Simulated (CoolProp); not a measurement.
Values from CoolProp's reference Helmholtz-energy equation of state, Lemmon 2003. It is a pseudo-pure fit of the blend.

For R404A, give the phase and the Z, expansivity (1/kK), conductivity (mW/(m K)) at 99.35 °C and 40.5 bar; 150.35 °C and 40.5 bar.


- 99.35 °C and 40.5 bar: supercritical; Z 0.627, expansivity 12.0, conductivity 26.2
- 150.35 °C and 40.5 bar: supercritical; Z 0.802, expansivity 5.00, conductivity 27.5

Thermal conductivity comes from a separate model (Geller 2001).
